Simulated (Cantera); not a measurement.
Input: 1 mol Al2O3, 1.6 mol H2, 1.1 mol N2, at 673.15 K and 1.00 bar.

Equilibrium computed with Cantera from the NASA thermochemical tables; the gas is ideal and each condensed phase is pure. Candidate condensed phases: Al, AlN, Al2O3, H2O; 35 gas species. The numbers say what is thermodynamically allowed, not how fast it happens.

Base state: H2 0.589, N2 0.407, NH3 0.00387 (mole fractions); condensed: Al2O3(s).

**Question.** What changes in the equilibrium state with this change: N2 from 1.1 to 48 mol?

**Answer.** 
```json
[
 {"species": "N2", "before": "0.407", "after": "0.968"},
 {"species": "H2", "before": "0.589", "after": "0.0321"},
 {"species": "NH3", "before": "0.00387", "after": "7.61e-5"},
 {"species": "Al2O3(s), mol", "before": "1.00", "after": "1.00"}
]
```
